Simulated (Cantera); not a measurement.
# Thermodynamics of iron carbonyl, mercury and lead vapours, feed PbO + O2 + N2

Input: 1 mol PbO, 1.1 mol O2, 83 mol N2, at 75.0 Torr.

Equilibrium computed with Cantera from the NASA thermochemical tables; the gas is ideal and each condensed phase is pure. Candidate condensed phases: Pb, PbO, PbO2, Pb3O4; 12 gas species. Gases not in the tables: (PbO)n polymers. Kinetics and transport are ignored.

From 923 K to 1123 K the condensed part is PbO(yellow). From 1173 K to 1323 K the condensed part is PbO(l). From 1373 K to 1573 K nothing is condensed.

| T (K) | x N2 | x O2 | x PbO | x Pb | x NO | x O | x NO2 | x N2O | n PbO(yellow) | n PbO(l) |
|---|---|---|---|---|---|---|---|---|---|---|
| 923 | 0.987 | 0.0131 | 1.89e-7 | 4.66e-11 | 3.49e-6 | 4.51e-12 | 2.66e-8 | 1.11e-10 | 1.000 | 0 |
| 973 | 0.987 | 0.0131 | 1.21e-6 | 6.93e-10 | 6.44e-6 | 2.45e-11 | 3.33e-8 | 1.93e-10 | 1.000 | 0 |
| 1023 | 0.987 | 0.0131 | 6.43e-6 | 7.88e-9 | 1.12e-5 | 1.13e-10 | 4.07e-8 | 3.18e-10 | 0.999 | 0 |
| 1073 | 0.987 | 0.0131 | 2.91e-5 | 7.11e-8 | 1.85e-5 | 4.50e-10 | 4.89e-8 | 5.02e-10 | 0.998 | 0 |
| 1123 | 0.987 | 0.0131 | 0.000114 | 5.24e-7 | 2.91e-5 | 1.59e-9 | 5.79e-8 | 7.62e-10 | 0.990 | 0 |
| 1173 | 0.987 | 0.0131 | 0.000386 | 3.15e-6 | 4.42e-5 | 5.05e-9 | 6.75e-8 | 1.12e-9 | 0 | 0.967 |
| 1223 | 0.986 | 0.0130 | 0.00108 | 1.50e-5 | 6.48e-5 | 1.46e-8 | 7.76e-8 | 1.58e-9 | 0 | 0.907 |
| 1273 | 0.984 | 0.0130 | 0.00280 | 6.30e-5 | 9.21e-5 | 3.88e-8 | 8.84e-8 | 2.19e-9 | 0 | 0.759 |
| 1323 | 0.980 | 0.0130 | 0.00667 | 0.000236 | 0.000127 | 9.61e-8 | 9.97e-8 | 2.95e-9 | 0 | 0.415 |
| 1373 | 0.975 | 0.0131 | 0.0112 | 0.000596 | 0.000173 | 2.23e-7 | 1.12e-7 | 3.90e-9 | 0 | 0 |
| 1423 | 0.975 | 0.0132 | 0.0109 | 0.000856 | 0.000230 | 4.90e-7 | 1.26e-7 | 5.09e-9 | 0 | 0 |
| 1473 | 0.975 | 0.0134 | 0.0106 | 0.00119 | 0.000300 | 1.02e-6 | 1.40e-7 | 6.54e-9 | 0 | 0 |
| 1523 | 0.974 | 0.0135 | 0.0101 | 0.00159 | 0.000386 | 2.03e-6 | 1.55e-7 | 8.27e-9 | 0 | 0 |
| 1573 | 0.974 | 0.0137 | 0.00967 | 0.00207 | 0.000488 | 3.87e-6 | 1.72e-7 | 1.03e-8 | 0 | 0 |
x: gas mole fraction; n: condensed amount in mol.
